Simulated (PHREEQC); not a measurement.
Solution A (15 mmol/kgw HF and 0.11 mmol/kgw (CH3)4NF) is mixed with solution B (1.3 mmol/kgw NaBr, 5.3 mmol/kgw Na2B4O7 and 0.0073 mmol/kgw H4SiO4) at 25 °C; shares are by mass of water, 1 kg in all. O2 is buffered at 0.21 atm. The system is closed to CO2. Only these solids could form: Quartz.

The series has 11 steps of share of solution B, from 0 to 1.

The numbers come from PHREEQC with the ion-association model, wateq4f.dat.

Q: Between which two steps does the pH jump most, and from what to what?

A: Between share of solution B = 0.5 and 0.6: from 4.12 to 7.66.

(CH3)4N+ isn't in the database: it is added as a free cation with an ion size of 4 Å. SiF6-2 is the database's only silicon fluoride. Real BF4- forms and hydrolyses slowly; the run takes it at equilibrium.
